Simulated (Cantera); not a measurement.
A Cantera script and its output.

```python
import numpy as np
import cantera as ct

surf = ct.Interface("diamond.yaml", "diamond_100")
gas, bulk = surf.adjacent["gas"], surf.adjacent["diamond"]
k = surf.kinetics_species_index(bulk.species_names[0])
cover = ["c6HH", "c6H*", "c6*H", "c6**", "c6HM", "c6B"]

rows, drift = [], 0.0
print(f"{'xCH3':>10s}{'um/h':>11s}" + "".join(f"{s:>11s}" for s in cover))
for v in [1e-06, 2.1e-06, 4.3e-06, 9.1e-06, 1.9e-05, 3.9e-05, 8.2e-05, 0.00017, 0.00036]:
    T, P, xH, xCH3 = 1225, 12000, 0.00028, v
    gas.TPX = T, P, {"H": xH, "CH3": xCH3, "CH4": 0.0054, "H2": 1 - xH - xCH3 - 0.0054}
    surf.TP = bulk.TP = T, P
    surf.coverages = "c6H*:0.1, c6HH:0.9"
    surf.advance_coverages(100.0)
    before = surf.coverages
    surf.advance_coverages(100.0)
    drift = max(drift, np.max(np.abs(surf.coverages - before) / (surf.coverages + 1e-9)))
    rate = surf.net_production_rates[k] * bulk.mean_molecular_weight / bulk.density * 3.6e9
    rows.append([rate, *surf[cover].coverages])
    print(f"{v:10.4g}{rate:11.4e}" + "".join(f"{x:11.3e}" for x in rows[-1][1:]))
```

It prints:

```
      xCH3       um/h       c6HH       c6H*       c6*H       c6**       c6HM        c6B
     1e-06 6.5975e-03  5.185e-01  3.550e-02  4.331e-01  1.284e-02  1.771e-05  1.790e-11
   2.1e-06 1.3850e-02  5.185e-01  3.549e-02  4.331e-01  1.283e-02  3.718e-05  3.758e-11
   4.3e-06 2.8342e-02  5.185e-01  3.549e-02  4.330e-01  1.282e-02  7.611e-05  7.691e-11
   9.1e-06 5.9893e-02  5.184e-01  3.548e-02  4.329e-01  1.280e-02  1.610e-04  1.625e-10
   1.9e-05 1.2469e-01  5.182e-01  3.547e-02  4.327e-01  1.274e-02  3.357e-04  3.383e-10
   3.9e-05 2.5444e-01  5.178e-01  3.543e-02  4.323e-01  1.264e-02  6.873e-04  6.904e-10
   8.2e-05 5.2835e-01  5.169e-01  3.536e-02  4.315e-01  1.243e-02  1.437e-03  1.434e-09
   0.00017 1.0686e+00  5.152e-01  3.522e-02  4.298e-01  1.201e-02  2.949e-03  2.900e-09
   0.00036 2.1519e+00  5.117e-01  3.494e-02  4.263e-01  1.120e-02  6.115e-03  5.839e-09
```

Cantera simulation using the Harris–Goodwin 1993 mechanism for the reconstructed diamond (100) surface; the numbers are that mechanism's predictions, not measurements.
